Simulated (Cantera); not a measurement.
A Cantera script and what it prints.

```python
import numpy as np
import cantera as ct

gas_names = """
    CL CL2 H HCL H2 Si SiCL SiCL2 SiCL3 SiCL4 SiH SiHCL3 SiH2 SiH2CL2 SiH3 SiH3CL SiH4 Si2 Si3
""".split()
cond_names = """
    Si(cr) Si(L)
""".split()


# ... load() reads the species with a 1 bar reference pressure and builds the phases ...
atoms = {
    'SiCl4': {'Si': 1, 'CL': 4},
    'H2': {'H': 2},
    'HCl': {'H': 1, 'CL': 1},
}
top_T = {}  # K; cautious upper limits of use, not melting points


# ... equilibrate(T, P, feed) seeds the gas with the atoms and calls Mixture.equilibrate('TP', solver="vcs", rtol=1e-11, max_steps=5000) ...
results = []
feed = {'SiCl4': 1, 'H2': 53, 'HCl': 0.032}  # mol
P = 870  # Pa
for T in [948, 1023, 1098, 1173, 1248, 1323, 1398, 1473, 1548]:
    mix = equilibrate(T, P, feed)
    results.append((T, P, feed, dict(zip(mix.species_names, mix.species_moles))))
    x = sorted(zip(gas.X, gas.species_names), reverse=True)
    print(f"T = {T:g} K  P = {P:g} Pa  gas = {mix.phase_moles(0):.4g} mol")
    print("   x: " + "  ".join(f"{s} {v:.3e}" for v, s in x if v > 0.0001))
    print("   condensed (mol): " + ("  ".join(f"{mix.phase(i).name} {mix.phase_moles(i):.4g}"
          for i in range(1, mix.n_phases) if mix.phase_moles(i) > 1e-12) or "none"))
```

Result:

```
T = 948 K  P = 870 Pa  gas = 54.18 mol
   x: H2 9.694e-01  HCL 1.436e-02  SiCL4 1.184e-02  SiHCL3 3.600e-03  SiCL3 3.367e-04  SiCL2 3.238e-04  SiH2CL2 1.108e-04
   condensed (mol): Si(cr) 0.1214
T = 1023 K  P = 870 Pa  gas = 54.37 mol
   x: H2 9.607e-01  HCL 2.561e-02  SiCL4 8.840e-03  SiHCL3 2.806e-03  SiCL2 1.214e-03  SiCL3 7.128e-04
   condensed (mol): Si(cr) 0.2566
T = 1098 K  P = 870 Pa  gas = 54.63 mol
   x: H2 9.501e-01  HCL 3.880e-02  SiCL4 4.975e-03  SiCL2 3.216e-03  SiHCL3 1.773e-03  SiCL3 1.067e-03
   condensed (mol): Si(cr) 0.3932
T = 1173 K  P = 870 Pa  gas = 54.86 mol
   x: H2 9.415e-01  HCL 4.902e-02  SiCL2 5.806e-03  SiCL4 1.811e-03  SiCL3 1.033e-03  SiHCL3 8.107e-04
   condensed (mol): Si(cr) 0.4784
T = 1248 K  P = 870 Pa  gas = 54.97 mol
   x: H2 9.376e-01  HCL 5.332e-02  SiCL2 7.611e-03  SiCL3 6.941e-04  SiCL4 4.567e-04  SiHCL3 2.828e-04
   condensed (mol): Si(cr) 0.5015
T = 1323 K  P = 870 Pa  gas = 55.01 mol
   x: H2 9.366e-01  HCL 5.419e-02  SiCL2 8.573e-03  SiCL3 4.085e-04  SiCL4 1.065e-04
   condensed (mol): Si(cr) 0.4942
T = 1398 K  P = 870 Pa  gas = 55.02 mol
   x: H2 9.365e-01  HCL 5.399e-02  SiCL2 9.170e-03  SiCL3 2.409e-04
   condensed (mol): Si(cr) 0.4785
T = 1473 K  P = 870 Pa  gas = 55.03 mol
   x: H2 9.366e-01  HCL 5.352e-02  SiCL2 9.613e-03  SiCL3 1.474e-04  H 1.313e-04
   condensed (mol): Si(cr) 0.4613
T = 1548 K  P = 870 Pa  gas = 55.04 mol
   x: H2 9.366e-01  HCL 5.298e-02  SiCL2 9.972e-03  H 3.195e-04
   condensed (mol): Si(cr) 0.4445
```

Method: chemical equilibrium by Gibbs-energy minimisation in Cantera with the NASA 1993 tables (ideal gas, pure condensed phases). The tables' values for SiCl3 are old estimates; treat these amounts as uncertain.
